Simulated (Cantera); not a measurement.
**Gas-phase reforming**

An isothermal, constant-pressure homogeneous reactor starts with CH₄ : H₂O : H₂ = 1 : 1.1 : 0.38 (molar parts), at 1923 K and 0.132 atm.

Model: GRI-Mech 3.0 (53 species, 325 reactions), integrated in Cantera.

```
t (s)        x CH₄   x H₂O   x H₂       x H      x O    x C₂H₄     x HO₂
--------  --------  ------  -----  --------  -------  --------  --------
7.00e-5      0.396   0.442  0.156  0.000128  1.22e-8  0.000435    <1e-12
0.000180     0.372   0.437  0.172  0.000336  5.78e-8   0.00542  3.92e-12
0.000465     0.271   0.408  0.263  0.000749  1.02e-7    0.0171  1.07e-11
0.00120      0.144   0.359  0.397   0.00108  7.30e-8   0.00565  1.19e-11
0.00309     0.0641   0.324  0.484   0.00140  6.64e-8   0.00117  1.25e-11
0.00795     0.0262   0.292  0.537   0.00174  7.42e-8  0.000295  1.42e-11
0.0205      0.0152   0.247  0.579   0.00196  7.57e-8  0.000155  1.14e-11
0.0528      0.0116   0.183  0.628   0.00203  6.25e-8  0.000104  5.94e-12
0.136      0.00768   0.117  0.679   0.00210  4.63e-8   5.77e-5  2.31e-12
0.351      0.00418  0.0659  0.719   0.00216  3.08e-8   2.53e-5    <1e-12
0.904      0.00185  0.0365  0.741   0.00221  1.92e-8   8.17e-6    <1e-12
2.33      0.000586  0.0238  0.751   0.00224  1.33e-8   1.36e-6    <1e-12
6.00       3.58e-5  0.0209  0.754   0.00225  1.20e-8   1.62e-8    <1e-12
```
x: mole fraction; the columns are a selection and need not sum to one.

Equilibrium at this temperature and pressure: CH₄ 6.73e-9, H₂O 0.0209, H₂ 0.754, H 0.00226, O 1.20e-8, C₂H₄ <1e-12, HO₂ <1e-12 (gas phase only).
